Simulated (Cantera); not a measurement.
Mixture: CH4 : O2 : N2 = 1 : 3.28 : 17.7 (molar parts), at 7.50 atm, adiabatic and at constant volume. Ignition delay is the time to a rise of 400 K.

Detailed kinetics in Cantera: GRI-Mech 3.0 (53 species, 325 reactions).

### Question
What does this change do: 0.083 parts H2 added?

### Answer
```csv
quantity,before,after
delay at 1323 K,1.59 ms,0.871 ms
delay at 1473 K,0.332 ms,0.223 ms
delay at 1623 K,85.2 µs,65.5 µs
delay at 1773 K,27.2 µs,22.9 µs
apparent activation energy between 1698 and 1848 K,180 kJ/mol,170 kJ/mol
```
